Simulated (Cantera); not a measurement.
Cantera run, input and output.

```python
import numpy as np
import cantera as ct

gas = ct.Solution("gri30.yaml")
gas.TPX = 1498, 100000, {'CH4': 0.0057, 'O2': 0.048, 'N2': 1}
reactor = ct.IdealGasConstPressureReactor(gas, energy="off", clone=False)
net = ct.ReactorNet([reactor])
net.rtol, net.atol = 1e-08, 1e-18
show = ['CH4', 'O2', 'NO', 'CO', 'CH2CO', 'H2O']
times = np.geomspace(1e-06, 8, 14)

steps = ct.SolutionArray(gas, extra=["t"])
rows = []
print(f"{'t/s':>10s}{'T/K':>9s}{'P/Pa':>11s}" + "".join(f"{s:>11s}" for s in show))
for t in times:
    while net.time < t:
        t_next = net.step()
        steps.append(gas.state, t=t_next)
    rows.append([np.interp(t, steps.t, y) for y in (steps.T, steps.P, *steps(*show).X.T)])
    print(f"{t:10.3e}{rows[-1][0]:9.1f}{rows[-1][1]:11.4g}" + "".join(f"{x:11.3e}" for x in rows[-1][2:]))
rate = np.gradient(steps.T, steps.t)
print("integrator steps:", len(steps.t))
if steps.T.max() > steps.T[0] + 200:
    print(f"time of steepest temperature rise: {steps.t[rate.argmax()]:.4e} s")
gas.TPX = 1498, 100000, {'CH4': 0.0057, 'O2': 0.048, 'N2': 1}
gas.equilibrate("TP")
print(f"equilibrium (TP): T = {gas.T:.1f} K  " + "  ".join(f"{s} {gas[s].X[0]:.3e}" for s in show))
```

Output:

```
       t/s      T/K       P/Pa        CH4         O2         NO         CO      CH2CO        H2O
 1.000e-06   1498.0      1e+05  5.410e-03  4.555e-02  4.330e-19  5.333e-17  4.750e-27  9.004e-12
 3.396e-06   1498.0      1e+05  5.410e-03  4.555e-02  1.551e-17  4.509e-15  3.157e-24  2.831e-10
 1.153e-05   1498.0      1e+05  5.409e-03  4.555e-02  3.560e-16  3.128e-13  5.163e-21  5.882e-09
 3.918e-05   1498.0      1e+05  5.409e-03  4.555e-02  3.191e-15  1.233e-11  3.870e-18  5.595e-08
 1.331e-04   1498.0      1e+05  5.409e-03  4.555e-02  1.755e-14  3.907e-10  1.593e-15  3.338e-07
 4.519e-04   1498.0      1e+05  5.404e-03  4.555e-02  1.248e-13  1.967e-08  1.055e-12  2.639e-06
 1.535e-03   1498.0      1e+05  5.328e-03  4.551e-02  2.331e-12  3.926e-06  5.078e-09  5.445e-05
 5.213e-03   1498.0      1e+05  8.702e-21  3.471e-02  1.114e-06  2.684e-04  1.831e-24  1.064e-02
 1.770e-02   1498.0      1e+05  7.307e-20  3.472e-02  1.242e-06  8.896e-06  3.209e-24  1.079e-02
 6.013e-02   1498.0      1e+05 -2.383e-20  3.473e-02  1.266e-06  5.450e-07  4.967e-25  1.081e-02
 2.042e-01   1498.0      1e+05 -1.773e-19  3.473e-02  1.273e-06  1.477e-07 -2.330e-26  1.081e-02
 6.935e-01   1498.0      1e+05  2.557e-25  3.473e-02  1.281e-06  1.387e-07  1.342e-30  1.081e-02
 2.355e+00   1498.0      1e+05  1.604e-27  3.473e-02  1.310e-06  1.387e-07  8.186e-31  1.081e-02
 8.000e+00   1498.0      1e+05  2.903e-28  3.473e-02  1.408e-06  1.387e-07  1.483e-31  1.081e-02
integrator steps: 2074
equilibrium (TP): T = 1498.0 K  CH4 7.166e-32  O2 3.446e-02  NO 5.412e-04  CO 1.393e-07  CH2CO 1.709e-36  H2O 1.081e-02
```

Cantera simulation using GRI-Mech 3.0 (53 species, 325 reactions); the numbers are that mechanism's predictions, not measurements.
